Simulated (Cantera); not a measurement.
A perfectly stirred reactor is fed with 4.81 % CH4, 18.2 % O2, 68.4 % N2, 8.67 % H2O, equivalence ratio 0.53, at 84000 Pa; it is adiabatic with a 350 K inlet, and is followed from long to short residence time, starting on the burning branch (τ in s: 0.075, 0.034, 0.015, 0.0066, 0.003, 0.0013, 0.00059, 0.00026, 0.00012, 5.2e-05, 2.3e-05, 1e-05, 4.6e-06).

Model: GRI-Mech 3.0 (53 species, 325 reactions), integrated in Cantera.

Predict: blow-out, bracketed by the residence times tried; x(CH4) at τ = 75.0 ms; x(O2) at τ = 75.0 ms; x(H2O) at τ = 75.0 ms; x(O) at τ = 75.0 ms; x(CH2) at τ = 75.0 ms; x(CH4) at τ = 0.590 ms; x(O2) at τ = 0.590 ms; x(H2O) at τ = 0.590 ms.

blow-out, bracketed by the residence times tried: burning at 3.00 ms, out at 1.30 ms
x(CH4) at τ = 75.0 ms: 4.54e-5
x(O2) at τ = 75.0 ms: 0.0854
x(H2O) at τ = 75.0 ms: 0.182
x(O) at τ = 75.0 ms: 5.72e-5
x(CH2) at τ = 75.0 ms: 5.08e-8
x(CH4) at τ = 0.590 ms: 0.0481
x(O2) at τ = 0.590 ms: 0.182
x(H2O) at τ = 0.590 ms: 0.0867
